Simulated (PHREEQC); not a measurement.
## Metal-bearing waste water (model solution)

Dissolve 0.023 mol/kgw Pb(NO3)2, 4e-06 mol/kgw CaCl2 and 3e-06 mol/kgw H2SO4 at 25 °C. It is in equilibrium with CO2 at log p = -3.4 (atm). Otherwise closed; pH follows from the charge balance.

Equilibrium calculation in PHREEQC: ion-association model, phreeqc.dat.

The pH is 4.66 and the ionic strength is 0.0596 mol/kgw. The density is 1.004 g/cm³.

| species | molality | activity | log γ |
|---|---|---|---|
| NO3- | 0.0413 | 0.0328 | -0.100 |
| Pb+2 | 0.0182 | 0.00790 | -0.364 |
| PbNO3+ | 0.00472 | 0.00383 | -0.091 |
| H+ | 2.56e-5 | 2.17e-5 | -0.072 |
| CO2 | 1.34e-5 | 1.36e-5 | 0.006 |
| PbOH+ | 8.74e-6 | 7.09e-6 | -0.091 |
| Pb2OH+3 | 8.25e-6 | 1.25e-6 | -0.819 |
| Cl- | 6.10e-6 | 4.90e-6 | -0.095 |
| Ca+2 | 4.00e-6 | 1.81e-6 | -0.346 |
| PbHCO3+ | 2.14e-6 | 1.74e-6 | -0.091 |
| PbSO4 | 1.97e-6 | 2.00e-6 | 0.006 |
| PbCl+ | 1.90e-6 | 1.54e-6 | -0.091 |
| SO4-2 | 1.03e-6 | 4.50e-7 | -0.358 |
| HCO3- | 3.39e-7 | 2.77e-7 | -0.087 |
| PbCO3 | 8.11e-8 | 8.22e-8 | 0.006 |

No solid was allowed to form. Species that the database lacks are ignored.
